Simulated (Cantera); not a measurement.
What does this Cantera script print?

```python
import numpy as np
import cantera as ct

gas = ct.Solution("h2o2.yaml")
gas.TPX = 1025, 18000, {'H2': 1.6, 'O2': 1, 'N2': 3.2}
reactor = ct.IdealGasConstPressureReactor(gas, energy="off", clone=False)
net = ct.ReactorNet([reactor])
net.rtol, net.atol = 1e-08, 1e-18
show = ['H2', 'O2', 'O', 'H2O2', 'H', 'OH']
times = np.geomspace(3e-05, 1, 14)

steps = ct.SolutionArray(gas, extra=["t"])
rows = []
print(f"{'t/s':>10s}{'T/K':>9s}{'P/Pa':>11s}" + "".join(f"{s:>11s}" for s in show))
for t in times:
    while net.time < t:
        t_next = net.step()
        steps.append(gas.state, t=t_next)
    rows.append([np.interp(t, steps.t, y) for y in (steps.T, steps.P, *steps(*show).X.T)])
    print(f"{t:10.3e}{rows[-1][0]:9.1f}{rows[-1][1]:11.4g}" + "".join(f"{x:11.3e}" for x in rows[-1][2:]))
rate = np.gradient(steps.T, steps.t)
print("integrator steps:", len(steps.t))
if steps.T.max() > steps.T[0] + 200:
    print(f"time of steepest temperature rise: {steps.t[rate.argmax()]:.4e} s")
gas.TPX = 1025, 18000, {'H2': 1.6, 'O2': 1, 'N2': 3.2}
gas.equilibrate("TP")
print(f"equilibrium (TP): T = {gas.T:.1f} K  " + "  ".join(f"{s} {gas[s].X[0]:.3e}" for s in show))
```

It prints:

```
       t/s      T/K       P/Pa         H2         O2          O       H2O2          H         OH
 3.000e-05   1025.0    1.8e+04  2.759e-01  1.724e-01  5.282e-11  2.934e-13  4.854e-10  2.037e-11
 6.684e-05   1025.0    1.8e+04  2.759e-01  1.724e-01  2.554e-10  1.579e-12  2.093e-09  9.429e-11
 1.489e-04   1025.0    1.8e+04  2.759e-01  1.724e-01  3.495e-09  1.231e-11  2.780e-08  1.276e-09
 3.318e-04   1025.0    1.8e+04  2.758e-01  1.724e-01  8.472e-07  1.619e-09  6.723e-06  3.109e-07
 7.392e-04   1025.0    1.8e+04  7.918e-02  8.798e-02  7.238e-03  1.774e-06  6.647e-02  3.313e-03
 1.647e-03   1025.0    1.8e+04  6.609e-03  4.312e-02  6.198e-04  3.034e-06  2.273e-03  8.100e-04
 3.669e-03   1025.0    1.8e+04  1.568e-03  4.067e-02  8.452e-05  2.197e-06  1.093e-04  2.044e-04
 8.176e-03   1025.0    1.8e+04  4.938e-04  4.020e-02  1.759e-05  1.357e-06  1.267e-05  8.149e-05
 1.822e-02   1025.0    1.8e+04  1.511e-04  4.006e-02  3.981e-06  6.552e-07  1.840e-06  3.943e-05
 4.058e-02   1025.0    1.8e+04  3.853e-05  4.001e-02  9.107e-07  2.410e-07  2.542e-07  2.117e-05
 9.042e-02   1025.0    1.8e+04  7.189e-06  4.000e-02  2.292e-07  8.855e-08  2.888e-08  1.206e-05
 2.015e-01   1025.0    1.8e+04  9.428e-07  4.000e-02  6.933e-08  3.444e-08  2.842e-09  7.053e-06
 4.488e-01   1025.0    1.8e+04  1.222e-07  4.000e-02  2.495e-08  1.392e-08  3.778e-10  4.281e-06
 1.000e+00   1025.0    1.8e+04  3.158e-08  4.000e-02  1.000e-08  5.928e-09  8.372e-11  2.708e-06
integrator steps: 1866
equilibrium (TP): T = 1025.0 K  H2 6.866e-10  O2 4.000e-02  O 1.566e-10  H2O2 1.045e-10  H 2.708e-13  OH 3.371e-07
```

Cantera simulation using the H2/O2 subset of GRI-Mech 3.0, which has no nitrogen chemistry; the numbers are that mechanism's predictions, not measurements. The temperature is held fixed by assumption; the heat of reaction is taken as removed at once.
